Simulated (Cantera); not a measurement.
Charge: 1 mol Al(CH3)3, 5.8 mol N2O, 1.2 mol H2, at 51.0 mbar.

These are equilibrium values from Cantera (NASA tables, ideal gas, pure condensed phases), not measurements of a reactor. Candidate condensed phases: Al, AlN, Al2O3, C, C6H6, C7H8, C8H18, H2O; 148 gas species. The feed counts by its element totals alone. Rates play no part. All values below are at 1475 K.

Base state: N2 0.400, H2 0.321, CO 0.190, H2O 0.0724, CO2 0.0172, H 3.25e-5 (mole fractions); condensed: Al2O3(s).

Question: What changes in the equilibrium state with this change: N2O from 5.8 to 2.6 mol?

Answer: 
| species | before | after |
|---|---|---|
| H2 | 0.321 | 0.606 |
| N2 | 0.400 | 0.276 |
| CO | 0.190 | 0.117 |
| CO2 | 0.0172 | 5.80e-7 |
| H2O | 0.0724 | 7.46e-6 |
| CH4 | 1.35e-9 | 5.45e-5 |
| HCN | 2.80e-8 | 0.000362 |
| H | 3.25e-5 | 4.47e-5 |
| Al2O3(s), mol | 0.500 | 0.500 |
| C(graphite), mol | 0 | 1.90 |
